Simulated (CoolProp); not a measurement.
Properties of toluene along the isobar 0.101 MPa (Tc = 318.6 °C, pc = 4.126 MPa, ω = 0.266).

Model: reference Helmholtz-energy equation of state, Lemmon 2006, in CoolProp. It is a short technical equation, of lower accuracy than the large ones.

```
T (°C)   phase  density (kg/m³)  cp (kJ/(kg K))  cv (kJ/(kg K))  Joule-Thomson coefficient (K/MPa)  conductivity (mW/(m K))
------  ------  ---------------  --------------  --------------  ---------------------------------  -----------------------
29.95   liquid            857.6           1.717           1.277                            -0.4548                      129
40.55   liquid            847.7           1.752           1.309                            -0.4389                      126
51.15   liquid            837.7           1.788           1.342                            -0.4224                      123
61.65   liquid            827.6           1.824           1.375                            -0.4054                      120
72.25   liquid            817.4           1.862           1.408                            -0.3876                      117
82.85   liquid            807.1           1.900           1.442                            -0.3690                      114
93.45   liquid            796.5           1.939           1.476                            -0.3495                      112
104.05  liquid            785.9           1.978           1.509                            -0.3288                      109
114.55     gas            3.004           1.509           1.399                              33.07                     18.1
125.15     gas            2.913           1.543           1.435                              29.68                     19.1
135.75     gas            2.828           1.578           1.472                              26.77                     20.2
146.35     gas            2.748           1.612           1.508                              24.25                     21.2
156.95     gas            2.674           1.646           1.544                              22.06                     22.3
167.45     gas            2.604           1.680           1.578                              20.17                     23.4
178.05     gas            2.538           1.714           1.613                              18.48                     24.5
188.65     gas            2.475           1.747           1.648                              17.00                     25.6
```

Thermal conductivity comes from a separate model (Assael 2012).
